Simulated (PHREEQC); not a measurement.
Consider water at 45 °C with 0.0022 mol/kgw Cs2SO4 and 3.9e-05 mol/kgw HNO3. Closed to the air; pH follows from the charge balance.

The numbers come from PHREEQC with the ion-association model, wateq4f.dat.

Precipitation was switched off in this run.

What pH does the model give?

pH 4.54.

Constants without temperature data keep their 25 °C values here.
